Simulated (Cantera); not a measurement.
What does this Cantera script print?

```python
import numpy as np
import cantera as ct

gas = ct.Solution("gri30.yaml")
gas.TPX = 623, 101325, {'CH4': 1, 'C2H6': 0.059, 'C3H8': 0.088, 'O2': 3.84, 'N2': 14.4, 'CO2': 0.95}
flame = ct.FreeFlame(gas, width=0.04)
flame.set_refine_criteria(ratio=3, slope=0.08, curve=0.16)
flame.transport_model = "mixture-averaged"
flame.solve(loglevel=0, auto=True)
flame.transport_model = "multicomponent"
flame.soret_enabled = True
flame.solve(loglevel=0, refine_grid=True)
z, T = flame.grid, flame.T
thick = (T[-1] - T[0]) / np.gradient(T, z).max()
show = ['CH4', 'C2H6', 'C3H8', 'H', 'N2O', 'HO2']
print(f"laminar burning velocity  {flame.velocity[0] * 100:.3f} cm/s")
print(f"burnt temperature         {T[-1]:.1f} K")
print(f"thermal thickness         {thick * 1e3:.4f} mm")
print(f"grid points               {len(z)}")
z0 = z[flame.heat_release_rate.argmax()]
print(f"{'z/mm':>9s}{'T/K':>9s}{'u/(m/s)':>9s}" + "".join(f"{s:>11s}" for s in show))
rows = []
for k in (-3, -2, -1.5, -1, -0.5, -0.25, 0, 0.25, 0.5, 1, 2, 4, 8):
    zz = z0 + k * thick
    rows.append([k * thick, np.interp(zz, z, T), np.interp(zz, z, flame.velocity),
                 *(np.interp(zz, z, flame.X[gas.species_index(s)]) for s in show)])
    print(f"{rows[-1][0] * 1e3:9.3f}{rows[-1][1]:9.1f}{rows[-1][2]:9.3f}" + "".join(f"{x:11.3e}" for x in rows[-1][3:]))
```

Output:

```
laminar burning velocity  75.172 cm/s
burnt temperature         1986.0 K
thermal thickness         0.4610 mm
grid points               128
     z/mm      T/K  u/(m/s)        CH4       C2H6       C3H8          H        N2O        HO2
   -1.383    623.4    0.752  4.911e-02  2.900e-03  4.326e-03  3.010e-13  4.177e-12  1.982e-07
   -0.922    626.3    0.757  4.882e-02  2.898e-03  4.327e-03  2.395e-11  5.342e-11  1.831e-06
   -0.692    635.5    0.768  4.810e-02  2.892e-03  4.330e-03  6.055e-10  2.718e-10  7.277e-06
   -0.461    684.9    0.830  4.515e-02  2.839e-03  4.294e-03  9.168e-08  2.091e-09  3.804e-05
   -0.231    953.7    1.165  3.265e-02  2.251e-03  3.064e-03  2.395e-05  2.011e-08  1.360e-04
   -0.115   1253.5    1.545  1.896e-02  1.161e-03  1.027e-03  2.410e-04  5.156e-08  2.010e-04
    0.000   1557.5    1.932  4.795e-03  8.309e-05  2.758e-05  1.275e-03  1.130e-07  1.470e-04
    0.115   1687.5    2.091  3.522e-04  2.363e-07  1.633e-08  2.288e-03  1.997e-07  3.037e-05
    0.231   1738.2    2.146  1.577e-05  3.612e-10  5.949e-12  2.485e-03  2.645e-07  1.563e-05
    0.461   1802.5    2.215  3.871e-08  4.456e-15 -6.262e-17  2.006e-03  3.219e-07  1.124e-05
    0.922   1872.2    2.291  1.026e-12  2.599e-17  1.847e-17  1.087e-03  3.773e-07  7.062e-06
    1.844   1928.8    2.352  2.859e-18  5.868e-19  3.637e-19  4.061e-04  4.364e-07  3.760e-06
    3.688   1963.8    2.389 -6.258e-17 -7.465e-18 -5.759e-18  1.194e-04  4.177e-07  1.960e-06
```

Cantera simulation using GRI-Mech 3.0 (53 species, 325 reactions); the numbers are that mechanism's predictions, not measurements. Burning velocities carry a grid error of a few per cent, more on coarse grids.
